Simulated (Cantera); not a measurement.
An isothermal, constant-pressure homogeneous reactor starts with 59.1 % N₂O, 40.9 % O₂, at 1123 K and 180 Torr.

Computed with Cantera and GRI-Mech 3.0 (53 species, 325 reactions). GRI-Mech 3.0 was tuned for natural gas; its chemistry of N2O as a main component is partial and can be far from experiment. The mechanism lacks the step 2 NO + O2 → 2 NO2, which can matter for NO2 below about 1400 K. The temperature is held fixed by assumption; the heat of reaction is taken as removed at once.

Q: Predict: x(N₂O) at 100 s; x(O₂) at 100 s; x(NO₂) at 100 s; x(N₂) at 100 s; x(NO) at 100 s; x(O) at 100 s.

A: 
```json
{
 "x(N₂O) at 100 s": "0.0360 (gas-phase equilibrium 3.53e-9)",
 "x(O₂) at 100 s": "0.521 (gas-phase equilibrium 0.544)",
 "x(NO₂) at 100 s": "0.000111 (gas-phase equilibrium 2.53e-6)",
 "x(N₂) at 100 s": "0.414 (gas-phase equilibrium 0.456)",
 "x(NO) at 100 s": "0.0289 (gas-phase equilibrium 0.000128)",
 "x(O) at 100 s": "1.77e-7 (gas-phase equilibrium 6.66e-9)"
}
```
